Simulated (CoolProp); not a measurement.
Properties of R245ca along the isobar 21.9 bar (Tc = 174.4 °C, pc = 39.41 bar, ω = 0.355).

Values from CoolProp's reference Helmholtz-energy equation of state, Zhou 2016.

| T (°C) | phase | density (kg/m³) | cp (kJ/(kg K)) | isothermal compressibility (1/MPa) |
|---|---|---|---|---|
| 34.65 | liquid | … | 1.389 | 0.001999 |
| 45.55 | liquid | … | 1.407 | … |
| 56.55 | liquid | 1311 | … | 0.002718 |
| 67.45 | liquid | 1281 | 1.449 | … |
| 78.35 | liquid | 1250 | 1.475 | 0.003876 |
| 89.25 | liquid | 1216 | 1.504 | 0.004753 |
| 100.25 | liquid | 1180 | 1.540 | 0.005993 |
| 111.15 | liquid | 1140 | 1.584 | 0.007818 |
| 122.05 | liquid | 1096 | 1.645 | 0.01077 |
| 132.95 | liquid | 1045 | … | 0.01628 |

Question: Complete the blanks.

Answer: 
- 34.65, density (kg/m³): 1368
- 45.55, density (kg/m³): 1341
- 45.55, isothermal compressibility (1/MPa): 0.002317
- 56.55, cp (kJ/(kg K)): 1.427
- 67.45, isothermal compressibility (1/MPa): 0.003221
- 132.95, cp (kJ/(kg K)): 1.739
